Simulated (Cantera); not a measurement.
**Reactions in the system Cl-N-O-Ti**

Standard-state values (1 bar) from the NASA 1993 polynomials, evaluated with Cantera. Values are per mole of reaction as written; species without (g) are pure solids or liquids, kept so even where they would boil at 1 bar.

2 TiCl3 + N2O(g) → TiOCl2(g) + TiCl4 + N2(g)

```
T (K)  ΔH° (kJ)  ΔS° (J/K)  ΔG° (kJ)  log10 K
-----  --------  ---------  --------  -------
373        13.1      268.3     -87.0    12.18
398        13.4      269.0     -93.7    12.30
423        13.6      269.6    -100.4    12.40
448        13.9      270.2    -107.2    12.50
473        14.1      270.6    -113.9    12.58
498        14.3      271.0    -120.7    12.66
523        14.5      271.4    -127.5    12.73
548        14.6      271.7    -134.3    12.80
```
